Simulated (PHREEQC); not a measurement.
A solution holds 0.0029 mol/kgw KHCO3, 0.0063 mol/kgw Na2CO3 and 0.13 mol/kgw NaCl, at 80 °C. Closed to the air; pH follows from the charge balance.

Model: ion-association model, phreeqc.dat, run in PHREEQC.

Each row changes one thing in this solution. No solid was allowed to form.

```
case                                                   pH  ionic strength (mol/kgw)  Na+ (mol/kgw)  HCO3- (mol/kgw)  NaHCO3 (mol/kgw)  CO2 (mol/kgw)
---------------------------------------------  ----------  ------------------------  -------------  ---------------  ----------------  -------------
as made                                              9.04                     0.141          0.137          0.00319          0.000101        4.56e-6
NaCl replaced by Na2HPO4 at the same molality        8.81                     0.378          0.255          0.00326          0.000156        6.91e-6
0.017 mol/kgw H2SO4 added                            2.10                     0.161          0.141          7.35e-7           2.34e-8        0.00919
NaCl left out                                        9.68                    0.0152        0.00998          0.00430           1.41e-5        1.72e-6
KHCO3 left out                                       9.47                     0.139          0.138          0.00104           3.34e-5        5.53e-7
temperature from 80 to 65 °C                         9.28                     0.141          0.138          0.00312          0.000108        2.40e-6
Na2CO3 from 0.0063 to 0.0315 mol/kgw                 9.57                     0.172          0.166          0.00412          0.000152        1.71e-6
KHCO3 from 0.0029 to 0.0145 mol/kgw                  8.43                (withheld)          0.137           0.0140          0.000436        8.11e-5
NaCl replaced by NaHF2 at the same molality    (withheld)                     0.141          0.138          2.38e-5           7.62e-7     (withheld)
```

Q: What belongs in the gaps?

A: 
- KHCO3 from 0.0029 to 0.0145 mol/kgw, ionic strength (mol/kgw): 0.152
- NaCl replaced by NaHF2 at the same molality, pH: 3.61
- NaCl replaced by NaHF2 at the same molality, CO2 (mol/kgw): 0.00916

Complexes and solids missing from the database can't appear. At this temperature some constants are extrapolated from 25 °C, and those without enthalpy data are left unchanged.
